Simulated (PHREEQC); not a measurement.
Solution (25 °C): 0.0054 mol/kgw ZnCl2, 0.0042 mol/kgw KCl and 0.0047 mol/kgw HCl. Closed to the air; pH follows from the charge balance.

Model: ion-association model, phreeqc.dat, run in PHREEQC.

This is a speciation only: nothing precipitates in the calculation.

Task: Predict the pH, specific conductance.

Result: pH 2.38; specific conductance 3560 µS/cm.

Task: In which forms is Zn present?

Result: Zn+2 97 %, ZnCl+ 2.8 % of the Zn.
